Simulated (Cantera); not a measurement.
**Ignition delay**

Mixture: CH₄ : H₂ : O₂ : N₂ = 1 : 0.46 : 1.39 : 5.24 (molar parts), equivalence ratio 1.6, at 18.0 bar, adiabatic and at constant pressure. Ignition delay is the time to a rise of 400 K.

Detailed kinetics in Cantera: GRI-Mech 3.0 (53 species, 325 reactions). The pressure lies above the range GRI-Mech 3.0 was tuned for (to about 10 atm).

```
T0 (K)  delay (ms)
------  ----------
1175         0.361
1275         0.135
1375        0.0661
1475        0.0353
1575        0.0193
1675        0.0108
1775       0.00617
1875       0.00365
1975       0.00225
```

- apparent activation energy between 1775 and 1975 K: 150 kJ/mol
